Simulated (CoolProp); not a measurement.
A single-stage vapour-compression cycle with R115: evaporating at 193.15 K (dew point), condensing at 251.15 K (bubble point), superheat 10 K, subcooling 8 K, compressor efficiency 0.9, no pressure losses. Each further row changes one setting.

Values from CoolProp's reference Helmholtz-energy equation of state, Lemmon 2016.

```tsv
case	cooling COP	pressure ratio	discharge temperature (K)	refrigerating effect (kJ/kg)	volumetric capacity (kJ/m³)
as stated	___	19.9	271.8	99.7	94.8
evaporating temperature 198.15 K	___	14.2	269.5	___	134
condensing temperature 246.15 K	___	16.4	___	104	99.3
subcooling 13 K	___	19.9	271.8	104	99.3
superheat 20 K	2.47	19.9	282.9	106	95.6
compressor efficiency 0.8	___	19.9	279.0	99.7	94.8
```

### Question
Complete the blanks.

### Answer

- as stated, cooling COP: 2.45
- evaporating temperature 198.15 K, cooling COP: 2.82
- evaporating temperature 198.15 K, refrigerating effect (kJ/kg): 103
- condensing temperature 246.15 K, cooling COP: 2.76
- condensing temperature 246.15 K, discharge temperature (K): 266.9
- subcooling 13 K, cooling COP: 2.56
- compressor efficiency 0.8, cooling COP: 2.17
